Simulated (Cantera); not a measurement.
## Equilibrium for carbothermic reduction: TiO2 + CH4 + CO

Input: 1 mol TiO2, 1.1 mol CH4, 1.2 mol CO, at 0.0260 bar.

Cantera equilibrium calculation (NASA polynomials, part measured and part estimated; ideal gas, pure solids and liquids). Candidate condensed phases: C, C6H6, C7H8, C8H18, H2O, Ti, TiC, TiO, TiO2, Ti2O3, Ti3O5, Ti4O7; 113 gas species. Mutual solubility and eutectic melting of coexisting phases are not modelled. TiC, TiO: taken at fixed stoichiometry. Condensed phases not in the tables: solid solutions among these carbides, nitrides and lower oxides. Equilibrium is a limit: real reactors are often held back by kinetics, nucleation or transport.

```tsv
T (°C)	x H2	x CO	x H	x Ti	x TiO	x H2O	x CO2	x TiO2	n TiC(s)	n Ti2O3(s)	n TiO(s)	n TiO(l)
1227	0.516	0.484	7.84e-5	<1e-12	8.51e-11	6.90e-5	2.50e-5	7.46e-12	0.240	0.380	0	0
1302	0.516	0.483	0.000185	9.18e-12	1.01e-9	7.42e-5	2.39e-5	6.29e-11	0.240	0.380	0	0
1377	0.516	0.483	0.000405	1.47e-10	9.58e-9	7.90e-5	2.30e-5	4.34e-10	0.240	0.380	0	0
1452	0.516	0.483	0.000827	1.85e-9	7.40e-8	8.35e-5	2.22e-5	2.51e-9	0.240	0.380	0	0
1527	0.515	0.483	0.00159	1.88e-8	4.79e-7	8.77e-5	2.15e-5	1.25e-8	0.240	0.380	0	0
1602	0.514	0.483	0.00291	1.57e-7	2.66e-6	9.16e-5	2.09e-5	5.41e-8	0.240	0.380	0	0
1677	0.491	0.504	0.00498	1.04e-6	1.16e-5	8.83e-5	2.06e-5	1.82e-7	0.0502	0	0.950	0
1752	0.488	0.503	0.00834	5.76e-6	4.09e-5	8.26e-5	1.82e-5	4.72e-7	0.0502	0	0	0.950
1827	0.484	0.502	0.0134	2.70e-5	0.000120	7.41e-5	1.55e-5	9.98e-7	0.0501	0	0	0.949
1902	0.478	0.500	0.0209	0.000114	0.000326	6.65e-5	1.34e-5	1.99e-6	0.0499	0	0	0.948
1977	0.470	0.497	0.0316	0.000433	0.000827	5.96e-5	1.16e-5	3.77e-6	0.0492	0	0	0.945
2052	0.458	0.493	0.0462	0.00151	0.00197	5.32e-5	1.01e-5	6.82e-6	0.0467	0	0	0.937
2127	0.440	0.486	0.0654	0.00490	0.00441	4.69e-5	8.77e-6	1.18e-5	0.0388	0	0	0.918
2202	0.412	0.474	0.0895	0.0148	0.00939	4.04e-5	7.59e-6	1.96e-5	0.0145	0	0	0.869
```
x: gas mole fraction; n: condensed amount in mol.

From 1227 °C to 1602 °C the condensed part is TiC(s) + Ti2O3(s). At 1677 °C the condensed part is TiC(s) + TiO(s). From 1752 °C to 2202 °C the condensed part is TiC(s) + TiO(l).
